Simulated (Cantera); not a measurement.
**Moist CO burnout**

A perfectly stirred reactor is fed with CO : O2 : H2O : N2 = 0.0053 : 0.055 : 0.00023 : 1 (molar parts), equivalence ratio 0.048, at 36000 Pa; it is held at 1050 K, and followed from long to short residence time.

Computed with Cantera and GRI-Mech 3.0 (53 species, 325 reactions).

```tsv
τ (s)	x CO	x O2	x H2O	x H	x CO2	x O	x OH
3.5	0.000696	0.0498	0.000216	1.47e-7	0.00431	1.75e-5	1.77e-6
1.0	0.00144	0.0502	0.000215	4.09e-7	0.00356	3.52e-5	2.44e-6
0.31	0.00254	0.0507	0.000214	8.64e-7	0.00246	5.88e-5	3.05e-6
0.091	0.00382	0.0513	0.000213	1.29e-6	0.00118	7.81e-5	3.26e-6
0.027	0.00469	0.0517	0.000214	8.98e-7	0.000304	6.13e-5	2.29e-6
0.0080	0.00500	0.0519	0.000217	6.51e-12	3.76e-9	2.79e-9	2.59e-11
0.0024	0.00500	0.0519	0.000217	1.09e-12	7.97e-10	7.29e-10	4.40e-12
0.00070	0.00500	0.0519	0.000217	<1e-12	2.15e-10	2.09e-10	<1e-12
```
x: mole fraction; the columns are a selection and need not sum to one.
